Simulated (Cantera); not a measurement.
Feed: 1 mol CaF₂, 7.5 mol O₂, 5.5 mol N₂, 3.1 mol H₂O, at 2200 K and 0.00133 bar.

Cantera equilibrium calculation (NASA polynomials, part measured and part estimated; ideal gas, pure solids and liquids). Candidate condensed phases: Ca, CaF₂, CaO, Ca(OH)₂, H₂O; 47 gas species. Equilibrium is a limit: real reactors are often held back by kinetics, nucleation or transport.

Base state: O₂ 0.389, N₂ 0.302, H₂O 0.107, HF 0.0803, O 0.0462, OH 0.0314, CaF₂ 0.0153, H 0.0113 (mole fractions); condensed: CaO(s).

Q: What changes in the equilibrium state with this change: temperature from 2200 K to 1098 K?

A: 
```csv
species,before,after
O₂,0.389,0.465
N₂,0.302,0.341
H₂O,0.107,0.191
HF,0.0803,0.00326
H,0.0113,<1e-9
CaF₂,0.0153,8.88e-9
O,0.0462,4.43e-8
OH,0.0314,5.80e-6
NO,0.0107,8.17e-5
CaF,0.000938,<1e-9
H₂,0.00534,9.60e-9
F,0.000146,<1e-9
CaOH,7.79e-5,<1e-9
Ca,7.74e-5,<1e-9
"CaO(s), mol",0.706,0.0263
"CaF₂(s), mol",0,0.974
```
Mutual solubility and eutectic melting of coexisting phases are not modelled.
